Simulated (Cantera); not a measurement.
Input: 1 mol MgCl₂, 4.4 mol O₂, 0.19 mol N₂, at 1775 °C and 0.460 Pa.

Equilibrium computed with Cantera from the NASA thermochemical tables; the gas is ideal and each condensed phase is pure. Candidate condensed phases: Mg, MgCl₂, MgO; 18 gas species. Rates play no part.

Base state: O₂ 0.365, O 0.270, Cl 0.228, Mg 0.113, N₂ 0.0207, NO 0.00186, MgO 0.000623, MgCl 0.000292 (mole fractions); condensed: gas only.

What changes in the equilibrium state with this change: 0.022 mol H₂ added?


| species | before | after |
|---|---|---|
| O₂ | 0.365 | 0.363 |
| O | 0.270 | 0.270 |
| Cl | 0.228 | 0.226 |
| H | 0 | 0.00304 |
| N₂ | 0.0207 | 0.0207 |
| Mg | 0.113 | 0.113 |
| OH | 0 | 0.00104 |
| HCl | 0 | 0.000850 |
| H₂O | 0 | 2.66e-5 |
| MgCl₂ | 0.000158 | 0.000155 |
Further candidate phases: H₂O, Mg(OH)₂, NH₄Cl.
